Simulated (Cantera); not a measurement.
A perfectly stirred reactor is fed with NH3 : H2 = 1 : 1.7 (molar parts), at 0.260 bar; it is held at 1800 K, and followed from long to short residence time.

Computed with Cantera and the gas-phase N/H chemistry of the illustrative SiF4/NH3 mechanism in the Surface Chemkin manual (1991). Walls and surfaces, which speed up NH3 decomposition in real reactors, are not modelled.

```tsv
quantity	before	after
x(NH3) at τ = 2.20 s	0.155	0.286
x(H2) at τ = 2.20 s	0.766	0.683
x(NH2) at τ = 2.20 s	0.000126	0.000243
x(H) at τ = 2.20 s	0.000233	0.000217
x(N) at τ = 2.20 s	1.12e-7	2.26e-7
x(NH3) at τ = 50.0 ms	0.358	0.368
x(H2) at τ = 50.0 ms	0.637	0.631
x(NH2) at τ = 50.0 ms	0.000217	0.000244
x(H) at τ = 50.0 ms	0.000145	0.000156
x(N) at τ = 50.0 ms	1.03e-7	1.36e-7
```

### Question
Which change was made?
(A) temperature 1800 to 1975 K
(B) NH3 1 to 0.2 parts
(C) temperature 1800 to 1575 K
(D) pressure from 0.260 bar to 20.0 Torr

### Answer
D, pressure from 0.260 bar to 20.0 Torr
